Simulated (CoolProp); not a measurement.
Saturation properties of propylene (Tc = 364.2 K, pc = 45.55 bar, ω = 0.146).

Model: reference Helmholtz-energy equation of state, Lemmon 2013, in CoolProp.

```csv
T (K),p (bar),liquid cp (kJ/(kg K)),liquid viscosity (µPa s)
202.1,0.3029,2.118,259
215.1,0.6142,2.154,221
228,1.132,2.199,190
241,1.947,2.253,165
254,3.149,2.319,145
266.9,4.824,2.397,128
279.9,7.108,2.493,113
292.8,10.08,2.611,100.0
305.8,13.90,2.767,88.3
318.7,18.65,2.986,77.7
331.7,24.55,3.347,67.4
```

It boils at 225.5 K under 1 atm.

Viscosity comes from a separate model (Huber 2003), an estimate that may be off by 10 % or more.
